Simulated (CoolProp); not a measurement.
Properties of R1336mzz(Z) along the isotherm 226.85 °C.

The numbers come from the reference Helmholtz-energy equation of state, McLinden 2020 in CoolProp.

```tsv
p (MPa)	phase	density (kg/m³)	cp (kJ/(kg K))	isothermal compressibility (1/MPa)	fugacity coefficient
2.64	gas	136.0	1.287	0.5089	0.8023
5.28	supercritical	415.8	1.869	0.3362	0.6273
7.92	supercritical	677.8	1.717	0.08739	0.5044
10.6	supercritical	790.5	1.565	0.03885	0.4349
13.2	supercritical	855.7	1.496	0.02423	0.3955
15.8	supercritical	902.4	1.456	0.01737	0.3713
18.5	supercritical	940.2	1.429	0.01334	0.3559
21.1	supercritical	970.0	1.410	0.01087	0.3475
23.8	supercritical	996.4	1.396	0.009094	0.3433
26.4	supercritical	1018	1.385	0.007851	0.3426
29	supercritical	1038	1.377	0.006902	0.3447
```

The peak of cp marks the crossing from liquid-like to gas-like fluid above the critical point.
